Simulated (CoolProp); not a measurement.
Properties of ethylene along the isobar 54.1 bar.

The numbers come from the reference Helmholtz-energy equation of state, Smukala 2000 in CoolProp.

```
T (°C)          phase       Z  cv (kJ/(kg K))
------  -------------  ------  --------------
-79.35         liquid  0.1750             ___
-69.95         liquid     ___           1.324
-60.65         liquid  0.1687           1.320
-51.35         liquid  0.1667           1.321
-41.95         liquid  0.1656           1.327
-32.65         liquid     ___             ___
-23.25         liquid  0.1667           1.354
-13.95         liquid  0.1699           1.377
-4.55          liquid  0.1764           1.414
4.75           liquid  0.1915           1.489
14.05   supercritical  0.4063           1.774
23.45   supercritical  0.5661           1.516
32.75   supercritical  0.6392           1.469
```

**Question.** Some entries are withheld; supply them.

**Answer.** 
- -79.35, cv (kJ/(kg K)): 1.332
- -69.95, Z: 0.1714
- -32.65, Z: 0.1655
- -32.65, cv (kJ/(kg K)): 1.337
